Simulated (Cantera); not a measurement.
Standard-state values (1 bar) from the NASA 1993 polynomials, evaluated with Cantera. Values are per mole of reaction as written; species without (g) are pure solids or liquids, kept so even where they would boil at 1 bar.

**Question.** Between 400 and 1450 K, where is each reaction favourable under standard conditions?
- TaO2(g) + N(g) = Ta + NO2(g)

**Answer.** 
- TaO2(g) + N(g) = Ta + NO2(g): ΔG° is -177 kJ at 400 K and -17 kJ at 1450 K; it stays negative (K > 1). ΔH° is -234 kJ and ΔS° -150 J/K at 1450 K.
